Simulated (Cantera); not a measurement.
A perfectly stirred reactor is fed with H2 : O2 : N2 : H2O = 1 : 0.385 : 1.45 : 0.16 (molar parts), equivalence ratio 1.3, at 0.280 bar; it is adiabatic with a 325 K inlet, and is followed from long to short residence time, starting on the burning branch (τ in s: 0.42, 0.15, 0.055, 0.02, 0.0072, 0.0026, 0.00094, 0.00034, 0.00012, 4.4e-05).

Computed with Cantera and the H2/O2 subset of GRI-Mech 3.0, which has no nitrogen chemistry.

x: mole fraction; the columns are a selection and need not sum to one.

| τ (s) | T (K) | x H2 | x O2 | x OH | x O | x HO2 | x H2O |
|---|---|---|---|---|---|---|---|
| 0.42 | 2194 | 0.0871 | 0.000230 | 0.00297 | 0.000127 | ? | 0.351 |
| 0.15 | 2171 | 0.0869 | 0.000444 | 0.00402 | 0.000244 | ? | 0.349 |
| 0.055 | 2131 | 0.0868 | 0.000915 | 0.00557 | 0.000509 | ? | 0.345 |
| 0.020 | 2065 | 0.0868 | 0.00189 | 0.00750 | 0.00107 | ? | 0.339 |
| 0.0072 | 1965 | 0.0869 | 0.00365 | 0.00933 | 0.00210 | ? | 0.329 |
| 0.0026 | 1827 | 0.0867 | 0.00631 | 0.0102 | 0.00362 | ? | 0.317 |
| 0.00094 | 1657 | 0.0854 | 0.00985 | 0.00954 | 0.00535 | ? | 0.305 |
| 0.00034 | 1466 | 0.0850 | 0.0149 | 0.00734 | 0.00660 | ? | 0.290 |
| 0.00012 | 1244 | 0.108 | 0.0297 | 0.00409 | 0.00619 | ? | 0.259 |
| 4.4e-5 | 325 | 0.334 | 0.129 | <1e-12 | <1e-12 | <1e-12 | 0.0534 |

What belongs in the gaps?


- 0.42, x HO2: 6.50e-8
- 0.15, x HO2: 1.23e-7
- 0.055, x HO2: 2.41e-7
- 0.020, x HO2: 4.60e-7
- 0.0072, x HO2: 8.55e-7
- 0.0026, x HO2: 1.55e-6
- 0.00094, x HO2: 2.75e-6
- 0.00034, x HO2: 5.07e-6
- 0.00012, x HO2: 1.31e-5
